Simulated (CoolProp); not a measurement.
Chlorine along the isotherm 150.35 °C: density (kg/m³) from the reference equation and from simpler models built on Tc = 143.7 °C, pc = 7.642 MPa, ω = 0.070; each cubic takes its own stable root.

The numbers come from the reference Helmholtz-energy equation of state, Thol 2021 in CoolProp.

```tsv
p (MPa)	phase	reference
0.0604	gas	1.219
0.0887	gas	1.792
0.13	gas	2.631
0.191	gas	3.876
0.28	gas	5.702
0.412	gas	8.436
0.604	gas	12.47
0.887	gas	18.53
1.3	gas	27.66
1.91	gas	41.81
2.8	gas	64.18
4.12	gas	102.4
6.04	gas	177.2
8.87	supercritical	770.0
13	supercritical	952.8
19.1	supercritical	1038
```

Question: How far does each simpler model (van der Waals, Redlich-Kwong) lie from the reference over these 16 states: mean and median of the absolute difference, and the worst?

Answer: 
- van der Waals: mean 5.6 %, median 0.3 %, worst -28.7 % at 150.35 °C and 13 MPa
- Redlich-Kwong: mean 3.3 %, median 0.3 %, worst -21.1 % at 150.35 °C and 8.87 MPa
